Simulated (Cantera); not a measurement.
# Equilibrium for silicon epitaxy and polysilicon growth: SiHCl3 + HCl + H2

Input: 1 mol SiHCl3, 0.39 mol HCl, a varied amount of H2, at 1548.15 K and 100000 Pa.

These are equilibrium values from Cantera (NASA tables, ideal gas, pure condensed phases), not measurements of a reactor. Candidate condensed phases: Si; 19 gas species. The tables' values for SiCl3 are old estimates; treat these amounts as uncertain. Kinetics and transport are ignored.

```json
[
 {"n(H2) (mol)": "35", "x H2": "0.927", "x HCl": "0.0580", "x SiCl2": "0.0121", "x SiCl3": "0.00134", "x SiHCl3": "0.000816", "x SiCl4": "0.000418", "n Si(s)": "0.442"},
 {"n(H2) (mol)": "49", "x H2": "0.944", "x HCl": "0.0465", "x SiCl2": "0.00762", "x SiCl3": "0.000673", "x SiHCl3": "0.000413", "x SiCl4": "0.000166", "n Si(s)": "0.535"},
 {"n(H2) (mol)": "68", "x H2": "0.958", "x HCl": "0.0367", "x SiCl2": "0.00469", "x SiCl3": "0.000325", "x SiHCl3": "0.000201", "x SiCl4": "6.31e-5", "n Si(s)": "0.620"},
 {"n(H2) (mol)": "95", "x H2": "0.969", "x HCl": "0.0284", "x SiCl2": "0.00276", "x SiCl3": "0.000147", "x SiHCl3": "9.12e-5", "x SiCl4": "2.19e-5", "n Si(s)": "0.698"},
 {"n(H2) (mol)": "130", "x H2": "0.976", "x HCl": "0.0219", "x SiCl2": "0.00163", "x SiCl3": "6.69e-5", "x SiHCl3": "4.17e-5", "x SiCl4": "7.65e-6", "n Si(s)": "0.761"},
 {"n(H2) (mol)": "180", "x H2": "0.982", "x HCl": "0.0165", "x SiCl2": "0.000926", "x SiCl3": "2.85e-5", "x SiHCl3": "1.78e-5", "x SiCl4": "2.46e-6", "n Si(s)": "0.816"},
 {"n(H2) (mol)": "260", "x H2": "0.988", "x HCl": "0.0119", "x SiCl2": "0.000476", "x SiCl3": "1.05e-5", "x SiHCl3": "6.59e-6", "x SiCl4": "6.49e-7", "n Si(s)": "0.865"},
 {"n(H2) (mol)": "360", "x H2": "0.991", "x HCl": "0.00880", "x SiCl2": "0.000260", "x SiCl3": "4.24e-6", "x SiHCl3": "2.66e-6", "x SiCl4": "1.94e-7", "n Si(s)": "0.898"},
 {"n(H2) (mol)": "500", "x H2": "0.993", "x HCl": "0.00645", "x SiCl2": "0.000139", "x SiCl3": "1.67e-6", "x SiHCl3": "1.05e-6", "x SiCl4": "5.57e-8", "n Si(s)": "0.923"}
]
```
x: gas mole fraction; n: condensed amount in mol.

From 35 mol H2 to 500 mol H2 the condensed part is Si(s). The main Si-bearing gas is SiCl2 throughout. The share of Si in condensed phases is highest at 500 mol H2 (92.3 %) and lowest at 35 mol H2 (44.2 %).
